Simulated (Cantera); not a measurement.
Input (Python, Cantera) and output of one run.

```python
import numpy as np
import cantera as ct

gas_names = """
    N NO NO2 NO3 N2 N2O O O2 O3 Pb PbO Pb2
""".split()
cond_names = """
    Pb(cr) Pb(L) PbO(rd) PbO(yw) PbO(L) PbO2(s) Pb3O4(s)
""".split()


# ... load() reads the species with a 1 bar reference pressure and builds the phases ...
atoms = {
    'PbO': {'Pb': 1, 'O': 1},
    'O2': {'O': 2},
    'N2': {'N': 2},
}
top_T = {'Pb3O4(s)': 820}  # K; cautious upper limits of use, not melting points


# ... equilibrate(T, P, feed) seeds the gas with the atoms and calls Mixture.equilibrate('TP', solver="vcs", rtol=1e-11, max_steps=5000) ...
results = []
feed = {'PbO': 1, 'O2': 1.1, 'N2': 2}  # mol
T = 750  # K
P = 1333.22  # Pa
mix = equilibrate(T, P, feed)
results.append((T, P, feed, dict(zip(mix.species_names, mix.species_moles))))
x = sorted(zip(gas.X, gas.species_names), reverse=True)
print(f"T = {T:g} K  P = {P:g} Pa  gas = {mix.phase_moles(0):.4g} mol")
print("   x: " + "  ".join(f"{s} {v:.3e}" for v, s in x if v > 0.0001))
print("   condensed (mol): " + ("  ".join(f"{mix.phase(i).name} {mix.phase_moles(i):.4g}"
      for i in range(1, mix.n_phases) if mix.phase_moles(i) > 1e-12) or "none"))
```

It prints:

```
T = 750 K  P = 1333.22 Pa  gas = 3.1 mol
   x: N2 6.452e-01  O2 3.548e-01
   condensed (mol): PbO(rd) 1
```

Equilibrium computed with Cantera from the NASA thermochemical tables; the gas is ideal and each condensed phase is pure.
